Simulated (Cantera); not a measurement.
Input (Python, Cantera) and output of one run.

```python
import numpy as np
import cantera as ct

gas_names = """
    H HNO HNO2 HNO3 HO2 H2 H2O H2O2 N NH NH2 NH3 NH2OH NO NO2 NO3 N2 N2H2 N2H4 N2O O OH O2 O3 Si SiH
    SiH2 SiH3 SiH4 SiN SiO SiO2 Si2 Si2N Si3
""".split()
cond_names = """
    H2O(s) H2O(L) Si(cr) Si(L) SiO2(Lqz) SiO2(hqz) SiO2(L) Si2N2O(s) Si3N4(a)
""".split()


# ... load() reads the species with a 1 bar reference pressure and builds the phases ...
atoms = {
    'Si3N4': {'Si': 3, 'N': 4},
    'N2O': {'N': 2, 'O': 1},
    'H2': {'H': 2},
}
top_T = {'Si2N2O(s)': 2100, 'Si3N4(a)': 2400}  # K; cautious upper limits of use, not melting points


# ... equilibrate(T, P, feed) seeds the gas with the atoms and calls Mixture.equilibrate('TP', solver="vcs", rtol=1e-11, max_steps=5000) ...
results = []
T = 1723  # K
P = 10000  # Pa
for m in [55, 69, 86, 110, 130, 170, 210, 260]:
    feed = {'Si3N4': 1, 'N2O': 3.4, 'H2': m}  # mol
    mix = equilibrate(T, P, feed)
    results.append((T, P, feed, dict(zip(mix.species_names, mix.species_moles))))

top = {s: max(r[3][s] / sum(r[3][g] for g in gas_names) for r in results) for s in gas_names}
cols = sorted((s for s in top if top[s] > 0.0001), key=lambda s: -top[s])[:5]
seen = [c for c in cond_names if any(r[3].get(c, 0) > 1e-12 for r in results)]
print("log10 of partial pressures in bar; condensed amounts in mol")
print(f"{'n(H2)':>10s}" + "".join(f"{s[:9]:>10s}" for s in cols + seen))
for T, P, feed, n in results:
    ng = sum(n[g] for g in gas_names)
    print(f"{feed['H2']:10.4g}" + "".join(f"{np.log10(max(n[s] / ng * P / 1e5, 1e-99)):10.3f}" for s in cols)
          + "".join(f"{n.get(c, 0):10.4g}" for c in seen))
```

Result:

```
log10 of partial pressures in bar; condensed amounts in mol
     n(H2)        H2        N2       SiO         H       H2O   SiO2(L) Si2N2O(s)
        55    -1.046    -2.094    -2.706    -4.262    -4.683    0.8567    0.4694
        69    -1.040    -2.175    -2.678    -4.259    -4.704    0.7279    0.3428
        86    -1.036    -2.252    -2.653    -4.257    -4.725    0.5628    0.1803
       110    -1.031    -2.340    -2.653    -4.255    -4.720    0.3775         0
       130    -1.026    -2.408    -2.720    -4.252    -4.648     0.369         0
       170    -1.020    -2.518    -2.827    -4.249    -4.535    0.3481         0
       210    -1.017    -2.606    -2.911    -4.247    -4.448    0.3223         0
       260    -1.014    -2.696    -2.994    -4.246    -4.361    0.2833         0
```

Method: chemical equilibrium by Gibbs-energy minimisation in Cantera with the NASA 1993 tables (ideal gas, pure condensed phases). Mutual solubility and eutectic melting of coexisting phases are not modelled. The tables hold silica as quartz up to 1696 K and as liquid above; real silica turns to tridymite and cristobalite and melts near 1996 K.
